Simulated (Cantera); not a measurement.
## Pyrogenic steam for wet oxidation

An isothermal, constant-pressure homogeneous reactor starts with 12.5 % H2, 15.8 % O2, 71.2 % N2, 0.506 % H2O, at 975 K and 0.440 bar.

Cantera simulation using GRI-Mech 3.0 (53 species, 325 reactions); the numbers are that mechanism's predictions, not measurements. The temperature is held fixed by assumption; the heat of reaction is taken as removed at once.

| t (s) | x H2 | x O2 | x O | x H2O | x NO | x H2O2 | x H |
|---|---|---|---|---|---|---|---|
| 0.000400 | 0.125 | 0.158 | 1.20e-6 | 0.00507 | <1e-12 | 7.78e-9 | 5.30e-6 |
| 0.00172 | 0.00861 | 0.106 | 6.84e-5 | 0.129 | 2.77e-7 | 7.05e-6 | 5.15e-5 |
| 0.00739 | 0.00518 | 0.104 | 3.38e-6 | 0.133 | 1.98e-7 | 3.19e-5 | 1.55e-6 |
| 0.0317 | 0.00354 | 0.104 | 1.91e-6 | 0.135 | 1.57e-7 | 5.04e-5 | 7.08e-7 |
| 0.136 | 0.00119 | 0.103 | 7.34e-7 | 0.137 | 1.02e-7 | 2.00e-5 | 1.50e-7 |
| 0.586 | 0.000154 | 0.102 | 6.63e-8 | 0.139 | 3.83e-8 | 1.11e-6 | 6.69e-9 |
| 2.52 | 1.85e-5 | 0.102 | 2.16e-9 | 0.139 | 1.45e-8 | 2.60e-8 | 1.76e-10 |
| 10.8 | 1.94e-6 | 0.102 | 8.54e-11 | 0.139 | 1.91e-8 | 5.81e-10 | 6.54e-12 |
| 46.5 | 2.01e-8 | 0.102 | 2.83e-12 | 0.139 | 1.08e-7 | 1.32e-11 | <1e-12 |
| 200 | 3.99e-11 | 0.102 | 1.79e-11 | 0.139 | 2.67e-7 | 3.16e-11 | <1e-12 |
x: mole fraction; the columns are a selection and need not sum to one.

Equilibrium at this temperature and pressure: H2 2.68e-11, O2 0.102, O 3.50e-11, H2O 0.139, NO 1.62e-5, H2O2 5.96e-11, H <1e-12 (gas phase only).
